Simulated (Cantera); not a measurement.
Cantera run:

```python
import numpy as np
import cantera as ct

gas_names = """
    Fe H H2 H2S S SH S2 S8
""".split()
cond_names = """
    Fe(a) Fe(c) Fe(d) Fe(L) FeS(a) FeS(b) FeS(c) FeS(L) FeS2(s) S(cr1) S(cr2) S(L)
""".split()


# ... load() reads the species with a 1 bar reference pressure and builds the phases ...
atoms = {
    'FeS2': {'Fe': 1, 'S': 2},
    'H2': {'H': 2},
}
top_T = {'FeS2(s)': 1010}  # K; cautious upper limits of use, not melting points


# ... equilibrate(T, P, feed) seeds the gas with the atoms and calls Mixture.equilibrate('TP', solver="vcs", rtol=1e-11, max_steps=5000) ...
results = []
feed = {'FeS2': 1, 'H2': 0.35}  # mol
T = 2173.15  # K
P = 57  # Pa
mix = equilibrate(T, P, feed)
results.append((T, P, feed, dict(zip(mix.species_names, mix.species_moles))))
x = sorted(zip(gas.X, gas.species_names), reverse=True)
print(f"T = {T:g} K  P = {P:g} Pa  gas = {mix.phase_moles(0):.4g} mol")
print("   x: " + "  ".join(f"{s} {v:.3e}" for v, s in x if v > 0.001))
print("   condensed (mol): " + ("  ".join(f"{mix.phase(i).name} {mix.phase_moles(i):.4g}"
      for i in range(1, mix.n_phases) if mix.phase_moles(i) > 1e-12) or "none"))
```

Result:

```
T = 2173.15 K  P = 57 Pa  gas = 2.694 mol
   x: Fe 3.711e-01  S2 2.655e-01  S 1.950e-01  H2 9.104e-02  H 6.104e-02  SH 1.583e-02
   condensed (mol): none
```

Method: chemical equilibrium by Gibbs-energy minimisation in Cantera with the NASA 1993 tables (ideal gas, pure condensed phases).
